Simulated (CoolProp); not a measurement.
Saturation properties of methanol (Tc = 513.4 K, pc = 8.216 MPa, ω = 0.565).

The numbers come from the reference Helmholtz-energy equation of state, de Reuck 1993 in CoolProp.

```
T (K)   p (MPa)  enthalpy of vaporisation (kJ/kg)  vapour Z  vapour viscosity (µPa s)
-----  --------  --------------------------------  --------  ------------------------
263.4  0.002138                              1218    0.9897                      8.53
279.1  0.005852                              1197    0.9843                      9.03
294.9   0.01431                              1174    0.9773                      9.52
310.6   0.03151                              1149    0.9685                      10.0
326.4   0.06402                              1122    0.9572                      10.5
342.1    0.1205                              1092    0.9430                      10.9
357.9    0.2139                              1059    0.9252                      11.4
373.6    0.3588                              1021    0.9031                      11.8
389.3    0.5746                             977.7    0.8757                      12.2
405.1    0.8863                             927.5    0.8417                      12.6
```

It boils at 337.6 K under 1 atm.

Viscosity comes from a separate model (Xiang 2006).
